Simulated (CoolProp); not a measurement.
Model: reference Helmholtz-energy equation of state, Smukala 2000, in CoolProp.

For ethylene, give the phase and the Joule-Thomson coefficient (K/MPa) at 220 K and 762 kPa; 366 K and 762 kPa; 414.7 K and 762 kPa.


- 220 K and 762 kPa: gas; Joule-Thomson coefficient 23.4
- 366 K and 762 kPa: gas; Joule-Thomson coefficient 6.07
- 414.7 K and 762 kPa: gas; Joule-Thomson coefficient 4.38
